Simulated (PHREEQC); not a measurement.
Model water analysis in mg/L, 20 °C, pH 7.39, pe 12.6: Na 27.2; K 0.025; Ca 15.2; Mg 1.69; Cl 39.3; S(6) as SO4 9.84; Alkalinity as HCO3 51; O(0) (dissolved oxygen) 0.357.

Valence states are taken as typed.

Equilibrium calculation in PHREEQC: ion-association model, wateq4f.dat.

Precipitation was switched off in this run.

Task: Estimate the charge-balance error.

Result: charge-balance error -1.6 %.

Task: In which forms is S present?

Result: SO4-2 94 %, CaSO4 4.3 %, MgSO4 0.9 % of the S.
